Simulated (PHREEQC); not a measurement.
Make-up at 25 °C: 0.23 mol H2SO4 and 0.00028 mol H3BO3 per kg of water. Closed to the air; pH follows from the charge balance.

Model: ion-association model, phreeqc.dat, run in PHREEQC.

```json
[
 {"quantity": "pH", "before": "0.69", "after": "6.66"},
 {"quantity": "ionic strength (mol/kgw)", "before": "0.289", "after": "0.557"},
 {"quantity": "HSO4- (mol/kgw)", "before": "0.201", "after": "9.25e-7"},
 {"quantity": "SO4-2 (mol/kgw)", "before": "0.0293", "after": "0.164"}
]
```

What was changed between the two runs?
(A) H2SO4 from 0.23 to 1.15 mol/kgw
(B) H2SO4 from 0.23 to 0.253 mol/kgw
(C) H2SO4 replaced by Na2SO4 at the same molality
(D) diluted 2-fold with water
(E) H2SO4 replaced by NH4HSO4 at the same molality

C, H2SO4 replaced by Na2SO4 at the same molality

This is a speciation only: nothing precipitates in the calculation.
